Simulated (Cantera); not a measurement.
Input: 1 mol n-butane, 35 mol H₂, held at 750 Torr.

Equilibrium computed with Cantera from the NASA thermochemical tables; the gas is ideal and each condensed phase is pure. Candidate condensed phases: C, C₆H₆, C₇H₈, C₈H₁₈; 76 gas species. Rates play no part.

### Question
Which condensed phases are stable at each of these points (T (K)): 598, 798, 998, 1198, 1398, 1598, 1798, 1998, 2198, 2398, 2598, 2798?

### Answer
```csv
T (K),condensed phases,C condensed (%)
598,gas only,0.0
798,gas only,0.0
998,C(graphite),24.1
1198,C(graphite),84.7
1398,C(graphite),95.7
1598,C(graphite),98.3
1798,C(graphite),98.9
1998,C(graphite),98.0
2198,C(graphite),94.6
2398,C(graphite),86.1
2598,C(graphite),68.1
2798,C(graphite),35.6
```

From 598 K to 798 K nothing is condensed. From 998 K to 2798 K the condensed part is C(graphite).
